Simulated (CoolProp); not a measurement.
A simple Rankine cycle with tetrahydrofuran: condensing at 303.15 K, boiler at 0.445 MPa, turbine inlet 433.2 K, turbine efficiency 0.85, pump efficiency 0.6, no recuperator. Each further row changes one setting.

Computed with CoolProp (reference Helmholtz-energy equation of state, Fiedler 2023).

```csv
case,thermal efficiency (%),net work (kJ/kg),heat in (kJ/kg),turbine exit temperature (K),volume ratio over the turbine
as stated,16.9,103,609,356.2,14.4
turbine inlet 453.2 K,17.0,109,643,376.9,14.5
condensing temperature 295.15 K,18.4,114,623,347.2,20.0
boiler pressure 0.311 MPa,15.1,92.2,612,366.8,10.2
turbine efficiency 0.75,14.9,90.8,609,365.4,14.8
```
